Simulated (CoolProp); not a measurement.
The fluid at 492.2 K and 0.474 MPa is throttled through a valve to 0.122 MPa with no heat exchange. The same conditions are run with several fluids, on thermodynamics alone (safety and materials aside).

Model: reference Helmholtz-energy equation of state of each fluid (nitrogen: Span 2000; nitrous oxide: Lemmon 2006; benzene: Thol 2012; CF4 (R14): Platzer 1990; ethanol: Schroeder 2014), in CoolProp. The equations of Platzer and Polt are older, rougher fits.

| fluid | temperature change (K) | final density (kg/m³) |
|---|---|---|
| nitrogen | -0.2 | 0.835 |
| nitrous oxide | -1.2 | 1.32 |
| benzene | -3.9 | 2.38 |
| CF4 (R14) | -0.6 | 2.63 |
| ethanol | -4.5 | 1.40 |
